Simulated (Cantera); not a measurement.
## Si + Cl₂ (silicon etching in halogen gases)

A closed system holds: 1 mol Si, 0.54 mol Cl₂, equilibrated at 0.100 bar.

Method: chemical equilibrium by Gibbs-energy minimisation in Cantera with the NASA 1993 tables (ideal gas, pure condensed phases). Candidate condensed phases: Si; 9 gas species. The tables' values for SiCl₃ are old estimates; treat these amounts as uncertain. Equilibrium is a limit: real reactors are often held back by kinetics, nucleation or transport.

From 800 K to 1025 K the condensed part is Si(s). The main Si-bearing gas is SiCl₄ throughout.

```
T (K)  x SiCl₄   x SiCl₃   x SiCl₂  n Si(s)
-----  -------  --------  --------  -------
800      1.000  0.000436   2.11e-5    0.730
825      0.999  0.000703   4.36e-5    0.730
850      0.999   0.00110   8.63e-5    0.730
875      0.998   0.00168  0.000164    0.730
900      0.997   0.00251  0.000300    0.730
925      0.996   0.00365  0.000532    0.730
950      0.994   0.00521  0.000913    0.730
975      0.991   0.00730   0.00152    0.729
1000     0.987    0.0100   0.00247    0.729
1025     0.983    0.0136   0.00391    0.729
```
x: gas mole fraction; n: condensed amount in mol.
